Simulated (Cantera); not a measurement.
Charge: 1 mol SiO2, 1 mol H2, 1.9 mol N2, at 820 Pa.

These are equilibrium values from Cantera (NASA tables, ideal gas, pure condensed phases), not measurements of a reactor. Candidate condensed phases: H2O, Si, SiO2, Si2N2O, Si3N4; 35 gas species. The tables hold silica as quartz up to 1696 K and as liquid above; real silica turns to tridymite and cristobalite and melts near 1996 K. Equilibrium is a limit: real reactors are often held back by kinetics, nucleation or transport.

Problem. Which condensed phases are stable at each of these points (T (K)): 1573, 1598, 1623, 1648, 1673, 1698, 1723, 1748, 1773, 1798, 1823, 1848, 1873?

Solution. 
```tsv
T (K)	condensed phases	Si condensed (%)
1573	SiO2(β-quartz)	99.8
1598	SiO2(β-quartz)	99.7
1623	SiO2(β-quartz)	99.6
1648	SiO2(β-quartz)	99.5
1673	SiO2(β-quartz)	99.3
1698	SiO2(condensed)	99.0
1723	SiO2(condensed)	98.7
1748	SiO2(condensed)	98.4
1773	SiO2(condensed)	97.9
1798	SiO2(condensed)	97.3
1823	SiO2(condensed)	96.6
1848	SiO2(condensed)	95.7
1873	SiO2(condensed)	94.6
```

From 1573 K to 1673 K the condensed part is SiO2(β-quartz). From 1698 K to 1873 K the condensed part is SiO2(condensed).
